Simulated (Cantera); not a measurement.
**Abatement and gas-phase synthesis: H2S + H2O + N2**

Input: 1 mol H2S, 0.73 mol H2O, 6.6 mol N2, held at 2975 °C and 1700000 Pa.

Method: chemical equilibrium by Gibbs-energy minimisation in Cantera with the NASA 1993 tables (ideal gas, pure condensed phases). Candidate condensed phases: H2O, H2SO4, S; 35 gas species. Rates play no part.

The x(N2) comes out as 0.720 and the x(H2) is 0.116. The x(H2O) is 0.0436 and the x(H) is 0.0264. The x(S2) comes out as 0.0208 and the x(SO) is 0.0206. The x(SH) comes out as 0.0190, the x(S) is 0.0173 and the x(H2S) is 0.00504. The gas amount is 9.152 mol. The log10 activity of S(l) (absent) is -2.14.
